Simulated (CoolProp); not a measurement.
Computed with CoolProp (reference Helmholtz-energy equation of state, Gao 2022).

Q: For n-perfluorohexane, give the phase and the cp (kJ/(kg K)) at 374.9 K and 0.599 bar; 298.3 K and 3.01 bar.

A: 
- 374.9 K and 0.599 bar: gas; cp 0.928
- 298.3 K and 3.01 bar: liquid; cp 1.05
